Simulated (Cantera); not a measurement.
An isothermal, constant-pressure homogeneous reactor starts with 0.709 % C2H6, 99.3 % N2, at 1898 K and 20.0 Torr.

Detailed kinetics in Cantera: GRI-Mech 3.0 (53 species, 325 reactions). GRI-Mech 3.0 stops at C3 and has no aromatics, soot or wall deposition, so with more carbon than oxygen in the feed, carbon stays in small species such as C2H2 where larger ones or solid carbon would form. Radical loss at walls, strong at low pressure, is not modelled.

Predict: x(CH3) at 20.0 s; x(C2H2) at 20.0 s; x(HCN) at 20.0 s; x(H2) at 20.0 s.


* **x(CH3) at 20.0 s**: 1.41e-8 (gas-phase equilibrium 2.08e-8)
* **x(C2H2) at 20.0 s**: 0.00687 (gas-phase equilibrium 0.000418)
* **x(HCN) at 20.0 s**: 0.000228 (gas-phase equilibrium 0.0131)
* **x(H2) at 20.0 s**: 0.0137 (gas-phase equilibrium 0.0137)
